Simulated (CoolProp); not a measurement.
n-perfluorohexane along the isotherm 225.2 K: density (kg/m³) from the reference equation and from simpler models built on Tc = 448.0 K, pc = 1.742 MPa, ω = 0.497; each cubic takes its own stable root.

Values from CoolProp's reference Helmholtz-energy equation of state, Gao 2022.

```csv
p (MPa),phase,reference,Redlich-Kwong,Soave-Redlich-Kwong,Peng-Robinson
0.261,liquid,1880,___,1609,1807
0.522,liquid,1881,1539,1610,1808
0.784,liquid,1882,1541,1610,1808
1.04,liquid,1882,1542,___,1809
1.31,liquid,1883,1544,___,1810
1.57,liquid,1884,1545,1613,1810
1.83,liquid,1884,___,1614,1811
2.09,liquid,1885,1548,1614,1812
2.35,liquid,1886,___,1615,1812
2.61,liquid,1886,1551,___,1813
```

Q: Complete the blanks.

A: 
- 0.261, Redlich-Kwong: 1538
- 1.04, Soave-Redlich-Kwong: 1611
- 1.31, Soave-Redlich-Kwong: 1612
- 1.83, Redlich-Kwong: 1546
- 2.35, Redlich-Kwong: 1549
- 2.61, Soave-Redlich-Kwong: 1616
